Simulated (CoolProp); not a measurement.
Vapour-liquid equilibrium of R125 (1) + R227EA (2) at 40.3 kPa; x and y are mole fractions of (1).

Computed with CoolProp (multi-fluid Helmholtz-energy mixture model, Lemmon 2005 and Lemmon 2016; pair parameters Bell 2016).

Task: Give the bubble temperature and the first vapour's composition at x = 0.2, 0.425, 0.5. Is there an azeotrope?

Result: x = 0.2: -46.2 °C, y = 0.544; x = 0.425: -53.9 °C, y = 0.793; x = 0.5: -55.9 °C, y = 0.841. No azeotrope shows between x = 0.05 and 0.95.

The pair parameters rest on a limited set of measurements; away from them the model extrapolates.
